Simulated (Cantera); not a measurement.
Mixture: CO : H₂ : O₂ : N₂ = 1 : 0.17 : 0.722 : 3.39 (molar parts), at 21.0 bar, adiabatic and at constant pressure. Ignition delay is the time to a rise of 400 K.

Detailed kinetics in Cantera: GRI-Mech 3.0 (53 species, 325 reactions). The hydrogen kinetics of GRI-Mech 3.0 are dated; newer H2 mechanisms differ, most at raised pressure. The pressure lies above the range GRI-Mech 3.0 was tuned for (to about 10 atm).

Problem. Predict: delay at 1200 K; delay at 1250 K; delay at 1300 K; delay at 1350 K; delay at 1400 K; delay at 1450 K; delay at 1500 K; apparent activation energy between 1400 and 1500 K.

Solution. 
```
Property                                                 Value
--------------------------------------------------  ----------
delay at 1200 K                                        77.3 µs
delay at 1250 K                                        32.6 µs
delay at 1300 K                                        14.9 µs
delay at 1350 K                                        7.89 µs
delay at 1400 K                                        4.98 µs
delay at 1450 K                                        3.56 µs
delay at 1500 K                                        2.78 µs
apparent activation energy between 1400 and 1500 K  100 kJ/mol
```
